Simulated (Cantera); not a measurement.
Input: 1 mol CH₃SiCl₃, a varied amount of CH₄, 4.4 mol H₂, held at 900 K and 1.00 bar.

These are equilibrium values from Cantera (NASA tables, ideal gas, pure condensed phases), not measurements of a reactor. Candidate condensed phases: C, C₆H₆, C₇H₈, C₈H₁₈, Si, SiC; 109 gas species. The feed counts by its element totals alone. The tables' values for SiCl₃ are old estimates; treat these amounts as uncertain. Kinetics and transport are ignored.

Task: At 0.1 mol CH₄, list the 5 most abundant gas species with their mole fractions, and the condensed phases.

Result: H₂ 0.716, CH₄ 0.132, SiCl₄ 0.110, HCl 0.0353, SiHCl₃ 0.00632. Condensed: SiC(s).
